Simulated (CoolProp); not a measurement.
n-octane along the isotherm 346.85 °C: Z from the reference equation and from simpler models built on Tc = 295.6 °C, pc = 2484 kPa, ω = 0.398; each cubic takes its own stable root.

Computed with CoolProp (reference Helmholtz-energy equation of state, Beckmüller 2019).

```json
[
 {"p (kPa)": "776", "phase": "gas", "reference": "0.9135", "Redlich-Kwong": "0.9132", "Soave-Redlich-Kwong": "0.9198", "Peng-Robinson": "0.9093"},
 {"p (kPa)": "1550", "phase": "gas", "reference": "0.8202", "Redlich-Kwong": "0.8164", "Soave-Redlich-Kwong": "0.8325", "Peng-Robinson": "0.8128"},
 {"p (kPa)": "2330", "phase": "gas", "reference": "0.7162", "Redlich-Kwong": "0.7029", "Soave-Redlich-Kwong": "0.7346", "Peng-Robinson": "0.7076"},
 {"p (kPa)": "3100", "phase": "supercritical", "reference": "0.6002", "Redlich-Kwong": "0.5661", "Soave-Redlich-Kwong": "0.6271", "Peng-Robinson": "0.5961"},
 {"p (kPa)": "3880", "phase": "supercritical", "reference": "0.4716", "Redlich-Kwong": "0.4383", "Soave-Redlich-Kwong": "0.5240", "Peng-Robinson": "0.4932"},
 {"p (kPa)": "4660", "phase": "supercritical", "reference": "0.3924", "Redlich-Kwong": "0.4150", "Soave-Redlich-Kwong": "0.4769", "Peng-Robinson": "0.4445"},
 {"p (kPa)": "5430", "phase": "supercritical", "reference": "0.3872", "Redlich-Kwong": "0.4303", "Soave-Redlich-Kwong": "0.4767", "Peng-Robinson": "0.4406"},
 {"p (kPa)": "6210", "phase": "supercritical", "reference": "0.4057", "Redlich-Kwong": "0.4563", "Soave-Redlich-Kwong": "0.4947", "Peng-Robinson": "0.4546"}
]
```
